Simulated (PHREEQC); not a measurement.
Solution (25 °C): 0.0019 mol NH4Cl, 0.086 mol NaF and 0.012 mol KCl per kg of water. Closed to the air; pH follows from the charge balance.

Equilibrium calculation in PHREEQC: ion-association model, phreeqc.dat.

| quantity | before | after |
|---|---|---|
| pH | 7.10 | 6.90 |
| NaF (mol/kgw) | 0.00236 | 0.00232 |
| HF (mol/kgw) | 7.50e-6 | 1.71e-5 |
| HF2- (mol/kgw) | 2.40e-6 | 6.09e-6 |
| SI of Halite (NaCl) | -4.72 | -4.75 |
| SI of Sylvite (KCl) | -4.91 | -5.01 |

Task: What was changed between the two runs?
A. temperature from 25 to 45 °C
B. KCl replaced by KF at the same molality
C. NH4Cl left out
D. diluted 10-fold with water
E. NH4Cl from 0.0019 to 0.00171 mol/kgw

Result: A, temperature from 25 to 45 °C

Precipitation was switched off in this run. Constants without temperature data keep their 25 °C values here.
